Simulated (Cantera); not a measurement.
An isothermal, constant-pressure homogeneous reactor starts with NO : N2 = 1 : 3.5 (molar parts), at 1975 K and 0.987 atm. Integrator tolerance rtol = 1e-08.

Detailed kinetics in Cantera: GRI-Mech 3.0 (53 species, 325 reactions).

Question: What does this change do: 0.14 parts H2O added?

Answer: 
```
quantity                                             before                                      after
----------------  -----------------------------------------  -----------------------------------------
x(NO) at 2.00 s      0.0749 (gas-phase equilibrium 0.00546)     0.0689 (gas-phase equilibrium 0.00529)
x(N2) at 2.00 s         0.851 (gas-phase equilibrium 0.886)        0.827 (gas-phase equilibrium 0.859)
x(NO2) at 2.00 s    8.01e-5 (gas-phase equilibrium 7.05e-6)    7.31e-5 (gas-phase equilibrium 6.71e-6)
x(O) at 2.00 s    0.000152 (gas-phase equilibrium 0.000182)  0.000150 (gas-phase equilibrium 0.000179)
x(O2) at 2.00 s        0.0735 (gas-phase equilibrium 0.108)       0.0729 (gas-phase equilibrium 0.105)
x(N2O) at 2.00 s    2.76e-6 (gas-phase equilibrium 3.26e-7)    2.02e-6 (gas-phase equilibrium 3.11e-7)
```
